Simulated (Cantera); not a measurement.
A freely propagating, adiabatic, planar premixed flame of 29.9 % H2, 14.9 % O2, 55.2 % N2, equivalence ratio 1.0, unburnt at 575 K and 9.10 bar; mixture-averaged transport, grid criteria slope 0.08 and curve 0.16, no radiation.

Computed with Cantera and the H2/O2 subset of GRI-Mech 3.0, which has no nitrogen chemistry. The hydrogen kinetics of GRI-Mech 3.0 are dated; newer H2 mechanisms differ, most at raised pressure. Burning velocities carry a grid error of a few per cent, more on coarse grids.

### Question
Predict: laminar burning velocity; thermal thickness; peak x(OH); peak x(H2O2); peak x(O).

### Answer
```json
{
 "laminar_burning_velocity": "577 cm/s",
 "thermal_thickness": "0.0279 mm",
 "peak x(OH)": "0.0174",
 "peak x(H2O2)": "0.000131",
 "peak x(O)": "0.00675"
}
```
